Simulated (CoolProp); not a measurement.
Vapour-liquid equilibrium of R1234yf (1) + isobutane (2) at 314.5 K; x and y are mole fractions of (1).

Values from CoolProp's multi-fluid Helmholtz-energy mixture model, Lemmon 2022 and Bücker 2006; pair parameters Bell 2016.

| x | bubble pressure, mixture model (kPa) | bubble pressure, Raoult's law (kPa) | y, mixture model | y, Raoult's law |
|---|---|---|---|---|
| 0.05 | 633.6 | 575.5 | 0.154 | 0.092 |
| 0.15 | … | 625.8 | … | 0.253 |
| 0.25 | … | 676.2 | 0.443 | 0.390 |
| 0.35 | 912.2 | 726.5 | 0.521 | 0.508 |
| 0.45 | … | 776.9 | … | 0.610 |
| 0.55 | 1001 | 827.2 | 0.647 | 0.701 |
| 0.65 | … | 877.6 | 0.709 | 0.781 |
| 0.75 | 1052 | 927.9 | 0.777 | 0.852 |
| 0.85 | 1062 | 978.3 | 0.855 | 0.916 |
| 0.95 | 1060 | 1029 | 0.947 | 0.973 |

Task: Some entries are withheld; supply them.

Result: 
- 0.15, bubble pressure, mixture model (kPa): 759.4
- 0.15, y, mixture model: 0.335
- 0.25, bubble pressure, mixture model (kPa): 847.5
- 0.45, bubble pressure, mixture model (kPa): 961.7
- 0.45, y, mixture model: 0.586
- 0.65, bubble pressure, mixture model (kPa): 1031

The largest gap from Raoult's law is +25.6 % in bubble pressure, at x = 0.35. y crosses x between x = 0.85 and 0.95: the model has an azeotrope there.

The pair parameters rest on a limited set of measurements; away from them the model extrapolates.
